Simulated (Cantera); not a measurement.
Cantera run:

```python
import numpy as np
import cantera as ct

gas_names = """
    B BF BF2 BF3 BN BO BOF BOF2 BO2 B2 B2O B2O2 B2O3 B3O3F3 F FO FO2 F2 F2O N NF NF2 NF3 NO NO2 NO3 N2
    N2O O O2 O3
""".split()
cond_names = """
    B(b) B(L) BN(s) B2O3(L)
""".split()


def load(file, names, dense=False):
    # The tables refer to 1 bar. Condensed volumes are neglected.
    table = {s.name: s for s in ct.Species.list_from_file(file)}
    out = []
    for n in names:
        d = dict(table[n].input_data)
        d["thermo"] = dict(d["thermo"], **{"reference-pressure": 1e5})
        if dense:
            d["equation-of-state"] = {"model": "constant-volume", "density": "1e6 g/cm^3"}
        out.append(ct.Species.from_dict(d))
    return out


gas = ct.Solution(thermo="ideal-gas", species=load("nasa_gas.yaml", gas_names))
cond = {s.name: ct.Solution(thermo="fixed-stoichiometry", species=[s], name=s.name)
        for s in load("nasa_condensed.yaml", cond_names, dense=True)}
atoms = {
    'B2O3': {'B': 2, 'O': 3},
    'NF3': {'N': 1, 'F': 3},
    'N2': {'N': 2},
}
top_T = {'BN(s)': 3200}  # K; cautious upper limits of use, not melting points


def equilibrate(T, P, feed):
    n = {}
    for name, mol in feed.items():
        for a, k in atoms[name].items():
            n[a] = n.get(a, 0.0) + k * mol
    gas.TPX = T, P, n
    mass = sum(n.values()) * gas.mean_molecular_weight
    gas.equilibrate("TP")
    valid = [c for c in cond.values() if c.min_temp <= T <= top_T.get(c.name, c.max_temp)]
    mix = ct.Mixture([(gas, mass / gas.mean_molecular_weight)] + [(c, 0.0) for c in valid])
    mix.T, mix.P = T, P
    mix.equilibrate("TP", solver="vcs", rtol=1e-11, max_steps=5000)
    return mix


results = []
feed = {'B2O3': 1, 'NF3': 0.89, 'N2': 2.9}  # mol
T = 1023  # K
P = 3.4  # Pa
mix = equilibrate(T, P, feed)
results.append((T, P, feed, dict(zip(mix.species_names, mix.species_moles))))
x = sorted(zip(gas.X, gas.species_names), reverse=True)
print(f"T = {T:g} K  P = {P:g} Pa  gas = {mix.phase_moles(0):.4g} mol")
print("   x: " + "  ".join(f"{s} {v:.3e}" for v, s in x if v > 1e-05))
print("   condensed (mol): " + ("  ".join(f"{mix.phase(i).name} {mix.phase_moles(i):.4g}"
      for i in range(1, mix.n_phases) if mix.phase_moles(i) > 1e-12) or "none"))
```

It prints:

```
T = 1023 K  P = 3.4 Pa  gas = 5.038 mol
   x: N2 6.639e-01  BF3 1.471e-01  O2 1.325e-01  BOF 4.044e-02  B3O3F3 1.605e-02  NO 2.920e-05
   condensed (mol): B2O3(L) 0.4062
```

These are equilibrium values from Cantera (NASA tables, ideal gas, pure condensed phases), not measurements of a reactor.
